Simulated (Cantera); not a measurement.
An adiabatic, constant-volume homogeneous reactor starts with CH3OH : O2 : N2 = 1 : 0.833 : 3.13 (molar parts), at 1350 K and 6.42 atm. Integrator tolerance rtol = 1e-08.

Model: GRI-Mech 3.0 (53 species, 325 reactions), integrated in Cantera. GRI-Mech 3.0 was tuned for natural gas; its chemistry of methanol as a main component is partial and can be far from experiment.

```tsv
quantity	before	after
time of steepest temperature rise	0.187 ms	92.4 µs
temperature at 3.00 s	2895 K	2933 K
equilibrium temperature	2895 K	2933 K
x(CH3OH) at 3.00 s	2.83e-12 (gas-phase equilibrium 2.93e-12)	1.89e-11 (gas-phase equilibrium 1.95e-11)
x(O2) at 3.00 s	0.000308 (gas-phase equilibrium 0.000308)	0.000156 (gas-phase equilibrium 0.000156)
x(H2O2) at 3.00 s	2.38e-7 (gas-phase equilibrium 2.38e-7)	2.97e-7 (gas-phase equilibrium 2.97e-7)
x(HCO) at 3.00 s	1.52e-6 (gas-phase equilibrium 1.52e-6)	2.69e-6 (gas-phase equilibrium 2.69e-6)
x(C2H6) at 3.00 s	<1e-12 (gas-phase equilibrium <1e-12)	<1e-12 (gas-phase equilibrium <1e-12)
x(H2) at 3.00 s	0.0948 (gas-phase equilibrium 0.0948)	0.0948 (gas-phase equilibrium 0.0948)
x(C2H) at 3.00 s	<1e-12 (gas-phase equilibrium <1e-12)	<1e-12 (gas-phase equilibrium <1e-12)
```

Q: Name the change that produced these shifts.
A) pressure from 6.42 atm to 16.8 atm
B) initial temperature 1350 to 973 K
C) pressure from 6.42 atm to 0.434 atm
D) CH3OH 1 to 2.7 parts

A: A, pressure from 6.42 atm to 16.8 atm
